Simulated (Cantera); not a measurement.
## Stirred combustor or abatement burner

A perfectly stirred reactor is fed with H2 : O2 : N2 = 1 : 0.5 : 1.88 (molar parts), equivalence ratio 1.0, at 7.60 atm; it is adiabatic with a 525 K inlet, and is followed from long to short residence time, starting on the burning branch (τ in s: 0.32, 0.11, 0.042, 0.015, 0.0055, 0.002, 0.00073, 0.00026, 9.6e-05, 3.5e-05).

Model: the H2/O2 subset of GRI-Mech 3.0, which has no nitrogen chemistry, integrated in Cantera. The hydrogen kinetics of GRI-Mech 3.0 are dated; newer H2 mechanisms differ, most at raised pressure.

| τ (s) | T (K) | x H2 | x O2 | x HO2 | x H2O2 | x H | x H2O |
|---|---|---|---|---|---|---|---|
| 0.32 | 2574 | 0.0139 | 0.00512 | 3.19e-6 | 5.31e-7 | 0.00148 | 0.325 |
| 0.11 | 2574 | 0.0139 | 0.00512 | 3.20e-6 | 5.32e-7 | 0.00148 | 0.325 |
| 0.042 | 2574 | 0.0140 | 0.00514 | 3.22e-6 | 5.34e-7 | 0.00149 | 0.325 |
| 0.015 | 2572 | 0.0141 | 0.00520 | 3.27e-6 | 5.38e-7 | 0.00152 | 0.325 |
| 0.0055 | 2569 | 0.0144 | 0.00534 | 3.41e-6 | 5.51e-7 | 0.00158 | 0.324 |
| 0.0020 | 2561 | 0.0153 | 0.00570 | 3.77e-6 | 5.82e-7 | 0.00176 | 0.323 |
| 0.00073 | 2543 | 0.0171 | 0.00650 | 4.68e-6 | 6.53e-7 | 0.00219 | 0.320 |
| 0.00026 | 2507 | 0.0207 | 0.00804 | 6.88e-6 | 7.96e-7 | 0.00319 | 0.314 |
| 9.6e-5 | 2446 | 0.0260 | 0.0104 | 1.16e-5 | 1.02e-6 | 0.00521 | 0.305 |
| 3.5e-5 | 2353 | 0.0331 | 0.0139 | 2.14e-5 | 1.36e-6 | 0.00904 | 0.293 |
x: mole fraction; the columns are a selection and need not sum to one.
